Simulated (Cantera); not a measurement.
**Low-pressure radical oxidation in H2/O2**

An isothermal, constant-pressure homogeneous reactor starts with H2 : O2 = 0.014 : 1 (molar parts), at 1450 K and 20.0 Torr.

Computed with Cantera and the H2/O2 subset of GRI-Mech 3.0, which has no nitrogen chemistry. Radical loss at walls, strong at low pressure, is not modelled.

| t (s) | x H2 | x O2 | x H | x O | x H2O | x OH |
|---|---|---|---|---|---|---|
| 2.00e-5 | 0.0138 | 0.986 | 1.06e-8 | 1.56e-8 | 1.40e-9 | 1.53e-8 |
| 8.12e-5 | 0.0138 | 0.986 | 2.43e-8 | 1.22e-7 | 4.49e-8 | 1.13e-7 |
| 0.000330 | 0.0138 | 0.986 | 2.96e-7 | 2.42e-6 | 2.31e-6 | 2.13e-6 |
| 0.00134 | 0.00396 | 0.977 | 0.000672 | 0.00701 | 0.00772 | 0.00357 |
| 0.00544 | 6.99e-5 | 0.974 | 0.000453 | 0.0114 | 0.0125 | 0.00196 |
| 0.0221 | 5.96e-5 | 0.975 | 0.000354 | 0.00966 | 0.0127 | 0.00182 |
| 0.0896 | 3.45e-5 | 0.980 | 0.000151 | 0.00545 | 0.0131 | 0.00138 |
| 0.364 | 8.68e-6 | 0.984 | 1.85e-5 | 0.00133 | 0.0135 | 0.000697 |
| 1.48 | 1.06e-6 | 0.986 | 7.76e-7 | 0.000160 | 0.0138 | 0.000244 |
| 6.00 | 1.42e-7 | 0.986 | 3.80e-8 | 2.13e-5 | 0.0139 | 8.93e-5 |
x: mole fraction; the columns are a selection and need not sum to one.

Equilibrium at this temperature and pressure: H2 8.16e-8, O2 0.986, H 1.67e-8, O 1.23e-5, H2O 0.0139, OH 6.79e-5 (gas phase only).
